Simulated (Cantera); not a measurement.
# Thermodynamics of boron, boron nitride and boron oxide, feed B2O3 + H2O + N2

Charge: 1 mol B2O3, 0.85 mol H2O, 12 mol N2, held at 27.0 Pa.

Cantera equilibrium calculation (NASA polynomials, part measured and part estimated; ideal gas, pure solids and liquids). Candidate condensed phases: B, BN, B2O3, B3O3H3, H2O; 39 gas species. Equilibrium is a limit: real reactors are often held back by kinetics, nucleation or transport.

```tsv
T (K)	x N2	x HBO2	x H2O	x B2O3	x H	x BO2	n B2O3(l)
898	0.934	3.75e-5	0.0661	5.27e-11	1.73e-12	1.22e-12	0.999
998	0.934	0.000393	0.0659	1.13e-8	1.03e-10	1.90e-10	0.997
1098	0.933	0.00261	0.0647	8.76e-7	2.93e-9	1.16e-8	0.983
1198	0.928	0.0120	0.0597	3.19e-5	4.70e-8	3.46e-7	0.922
1298	0.915	0.0389	0.0453	0.000652	4.65e-7	5.80e-6	0.736
1398	0.887	0.0821	0.0217	0.00849	2.94e-6	5.69e-5	0.330
1498	0.866	0.0951	0.0135	0.0245	1.58e-5	0.000231	0
1598	0.866	0.0912	0.0151	0.0262	7.70e-5	0.000593	0
1698	0.865	0.0871	0.0163	0.0279	0.000309	0.00137	0
1798	0.864	0.0822	0.0169	0.0293	0.00105	0.00287	0
1898	0.860	0.0760	0.0167	0.0305	0.00307	0.00555	0
1998	0.853	0.0676	0.0154	0.0309	0.00779	0.00994	0
2098	0.840	0.0561	0.0128	0.0298	0.0172	0.0163	0
```
x: gas mole fraction; n: condensed amount in mol.

From 898 K to 1398 K the condensed part is B2O3(l). From 1498 K to 2098 K nothing is condensed. The main B-bearing gas is (HBO2)3 at 898 K and B2O3 at 2098 K.
